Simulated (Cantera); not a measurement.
Input (Python, Cantera):

```python
import numpy as np
import cantera as ct

gas = ct.Solution("gri30.yaml")
gas.TPX = 1625, 39, {'CH4': 1, 'N2': 3.2, 'H2O': 0.0073}
reactor = ct.IdealGasConstPressureReactor(gas, energy="off", clone=False)
net = ct.ReactorNet([reactor])
net.rtol, net.atol = 1e-08, 1e-18
show = ['CH4', 'CH2', 'HCN', 'H', 'C2H2', 'C2H6']
times = np.geomspace(0.0004, 8, 13)

steps = ct.SolutionArray(gas, extra=["t"])
rows = []
print(f"{'t/s':>10s}{'T/K':>9s}{'P/Pa':>11s}" + "".join(f"{s:>11s}" for s in show))
for t in times:
    while net.time < t:
        t_next = net.step()
        steps.append(gas.state, t=t_next)
    rows.append([np.interp(t, steps.t, y) for y in (steps.T, steps.P, *steps(*show).X.T)])
    print(f"{t:10.3e}{rows[-1][0]:9.1f}{rows[-1][1]:11.4g}" + "".join(f"{x:11.3e}" for x in rows[-1][2:]))
rate = np.gradient(steps.T, steps.t)
print("integrator steps:", len(steps.t))
if steps.T.max() > steps.T[0] + 200:
    print(f"time of steepest temperature rise: {steps.t[rate.argmax()]:.4e} s")
gas.TPX = 1625, 39, {'CH4': 1, 'N2': 3.2, 'H2O': 0.0073}
gas.equilibrate("TP")
print(f"equilibrium (TP): T = {gas.T:.1f} K  " + "  ".join(f"{s} {gas[s].X[0]:.3e}" for s in show))
```

Output:

```
       t/s      T/K       P/Pa        CH4        CH2        HCN          H       C2H2       C2H6
 4.000e-04   1625.0         39  2.377e-01  1.450e-14  1.715e-19  1.138e-07  4.596e-20  1.492e-16
 9.130e-04   1625.0         39  2.377e-01  1.420e-13  1.114e-18  1.614e-07  1.725e-18  2.526e-15
 2.084e-03   1625.0         39  2.377e-01  9.866e-13  6.909e-18  1.786e-07  1.021e-16  4.279e-14
 4.757e-03   1625.0         39  2.377e-01  5.107e-12  4.004e-17  1.796e-07  5.882e-15  6.635e-13
 1.086e-02   1625.0         39  2.377e-01  2.364e-11  2.212e-16  1.797e-07  2.657e-13  9.209e-12
 2.478e-02   1625.0         39  2.377e-01  1.108e-10  1.215e-15  1.802e-07  9.542e-12  1.136e-10
 5.657e-02   1625.0         39  2.376e-01  5.414e-10  7.166e-15  1.829e-07  2.982e-10  1.237e-09
 1.291e-01   1625.0         39  2.376e-01  2.710e-09  5.121e-14  1.973e-07  8.693e-09  1.144e-08
 2.947e-01   1625.0         39  2.374e-01  1.361e-08  3.836e-13  2.740e-07  2.483e-07  8.617e-08
 6.727e-01   1625.0         39  2.367e-01  6.702e-08  3.438e-12  7.013e-07  7.179e-06  5.393e-07
 1.536e+00   1625.0         39  2.328e-01  3.083e-07  8.686e-11  3.603e-06  2.159e-04  2.981e-06
 3.505e+00   1625.0         39  2.025e-01  1.052e-06  5.221e-09  3.049e-05  5.982e-03  1.295e-05
 8.000e+00   1625.0         39  1.119e-01  1.288e-06  1.228e-07  1.423e-04  4.584e-02  1.309e-05
integrator steps: 781
equilibrium (TP): T = 1625.0 K  CH4 3.280e-06  CH2 2.862e-09  HCN 9.153e-02  H 1.932e-03  C2H2 4.932e-02  C2H6 1.993e-13
```

Computed with Cantera and GRI-Mech 3.0 (53 species, 325 reactions). GRI-Mech 3.0 stops at C3 and has no aromatics, soot or wall deposition, so with more carbon than oxygen in the feed, carbon stays in small species such as C2H2 where larger ones or solid carbon would form. Radical loss at walls, strong at low pressure, is not modelled.
